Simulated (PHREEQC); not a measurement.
Consider water at 25 °C with 0.044 mol/kgw KOH and 0.00023 mol/kgw LiCl. Closed to the air; pH follows from the charge balance.

Computed with PHREEQC (ion-association model, wateq4f.dat).

Precipitation was switched off in this run.

**Question.** What pH does the model give?

**Answer.** pH 12.56.

Complexes and solids missing from the database can't appear.
